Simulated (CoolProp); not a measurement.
A simple Rankine cycle with n-hexane: condensing at 321.15 K, boiler at 2.06 MPa, turbine inlet 486.6 K, turbine efficiency 0.7, pump efficiency 0.7, no recuperator. Each further row changes one setting.

Values from CoolProp's reference Helmholtz-energy equation of state, Thol 2019.

| case | thermal efficiency (%) | net work (kJ/kg) | heat in (kJ/kg) | turbine exit temperature (K) | volume ratio over the turbine |
|---|---|---|---|---|---|
| as stated | 14.6 | 92.8 | 635 | 417.0 | 56.4 |
| turbine inlet 506.6 K | 14.4 | 101 | 699 | 441.8 | 50.5 |
| condensing temperature 313.15 K | 15.4 | 101 | 654 | 413.2 | 75.6 |
| boiler pressure 1.44 MPa | 13.6 | 90.6 | 665 | 431.4 | 32.6 |
| turbine efficiency 0.6 | 12.4 | 78.9 | 635 | 423.2 | 57.3 |
